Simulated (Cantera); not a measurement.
Input: 1 mol PbO, 0.92 mol CH₄, 0.093 mol CO, at 40.0 Pa.

Equilibrium computed with Cantera from the NASA thermochemical tables; the gas is ideal and each condensed phase is pure. Candidate condensed phases: C, C₆H₆, C₇H₈, C₈H₁₈, H₂O, Pb, PbO, PbO₂, Pb₃O₄; 113 gas species. Equilibrium is a limit: real reactors are often held back by kinetics, nucleation or transport. All values below are at 1950 K.

Base state: H₂ 0.432, CO 0.256, Pb 0.255, H 0.0377, H₂O 0.0178, CO₂ 0.00239, OH 0.000141, PbO 3.94e-5 (mole fractions); condensed: gas only.

### Question
What changes in the equilibrium state with this change: CH₄ from 0.92 to 0.37 mol?

### Answer
| species | before | after |
|---|---|---|
| Pb | 0.255 | 0.445 |
| H₂O | 0.0178 | 0.211 |
| CO | 0.256 | 0.144 |
| H₂ | 0.432 | 0.109 |
| CO₂ | 0.00239 | 0.0634 |
| H | 0.0377 | 0.0190 |
| O₂ | 1.63e-7 | 0.000359 |
| PbO | 3.94e-5 | 0.00324 |
| O | 9.10e-6 | 0.000427 |
| OH | 0.000141 | 0.00333 |
